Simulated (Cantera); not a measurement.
A Cantera script and its output.

```python
import numpy as np
import cantera as ct

surf = ct.Interface("ptcombust.yaml", "Pt_surf")
gas = surf.adjacent["gas"]
gas.TPX = 850, 26000, {'CH4': 0.032, 'O2': 0.011, 'N2': 0.79, 'H2O': 0.036}
surf.TP = 850, 26000
reactor = ct.FlowReactor(gas, clone=False)
reactor.area = 0.0001  # m2
reactor.surface_area_to_volume_ratio = 430  # 1/m
reactor.mass_flow_rate = 0.57 * reactor.area * gas.density  # inlet velocity 0.57 m/s
reactor.energy_enabled = False
wall = ct.ReactorSurface(surf, reactor, clone=False)
net = ct.ReactorNet([reactor])
net.rtol, net.atol = 1e-8, 1e-16
show, cover = ['CH4', 'O2', 'H2O', 'CO2', 'CO'], ['PT(S)', 'H(S)', 'O(S)', 'OH(S)', 'CO(S)', 'C(S)']

rows = []
print(f"{'z/m':>9s}{'u/(m/s)':>9s}" + "".join(f"{s:>13s}" for s in show + cover))
for z in [7e-05, 0.00015, 0.00033, 0.0007, 0.0015, 0.0033, 0.007]:
    net.advance(z)
    rows.append([reactor.speed, *gas[show].X, *surf[cover].coverages])
    print(f"{z:9.4g}{rows[-1][0]:9.3g}" + "".join(f"{x:13.4e}" for x in rows[-1][1:]))
```

It prints:

```
      z/m  u/(m/s)          CH4           O2          H2O          CO2           CO        PT(S)         H(S)         O(S)        OH(S)        CO(S)         C(S)
    7e-05     0.57   3.6031e-02   1.1559e-02   4.2818e-02   1.0318e-07   7.7597e-04   3.9627e-01   8.8110e-04   1.9802e-06   5.6759e-06   3.7485e-02   5.6535e-01
  0.00015     0.57   3.5456e-02   1.0766e-02   4.3819e-02   2.0110e-07   1.3384e-03   3.3686e-01   9.2822e-04   1.2229e-06   3.7386e-06   4.2173e-02   6.2002e-01
  0.00033    0.571   3.4655e-02   9.6731e-03   4.5190e-02   3.2779e-07   2.1217e-03   2.6699e-01   9.8040e-04   6.2717e-07   2.0936e-06   3.9708e-02   6.9231e-01
   0.0007    0.571   3.3761e-02   8.4770e-03   4.6671e-02   4.3747e-07   2.9947e-03   2.0279e-01   1.0156e-03   2.9380e-07   1.0854e-06   3.1413e-02   7.6478e-01
   0.0015    0.571   3.2815e-02   7.2468e-03   4.8167e-02   5.1528e-07   3.9176e-03   1.4737e-01   1.0239e-03   1.2624e-07   5.2497e-07   2.1343e-02   8.3026e-01
   0.0033    0.572   3.1870e-02   6.0633e-03   4.9569e-02   5.6137e-07   4.8384e-03   1.0302e-01   1.0006e-03   5.0578e-08   2.4147e-07   1.2748e-02   8.8323e-01
    0.007    0.572   3.1038e-02   5.0679e-03   5.0709e-02   5.8363e-07   5.6469e-03   7.2134e-02   9.5326e-04   2.0844e-08   1.1520e-07   7.2492e-03   9.1966e-01
```

Computed with Cantera and Deutschmann's 1995 Pt surface mechanism with GRI-Mech 3.0 gas chemistry. Catalytic surfaces can have several steady states; this one follows from the mechanism file's or the stated starting coverage. Mass transfer to the wall is taken as infinitely fast.
